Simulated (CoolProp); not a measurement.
Vapour-liquid equilibrium of n-heptane (1) + o-xylene (2) at 0.834 MPa; x and y are mole fractions of (1).

Model: multi-fluid Helmholtz-energy mixture model, Span 2003 and Zhou 2012; pair parameters Bell 2016, in CoolProp.

Q: Give the bubble temperature and the first vapour's composition at x = 0.2, 0.65, 0.95. Is there an azeotrope?

A: x = 0.2: 501.8 K, y = 0.362; x = 0.65: 477.0 K, y = 0.788; x = 0.95: 465.6 K, y = 0.972. No azeotrope shows between x = 0.05 and 0.95.

The pair parameters rest on a limited set of measurements; away from them the model extrapolates.
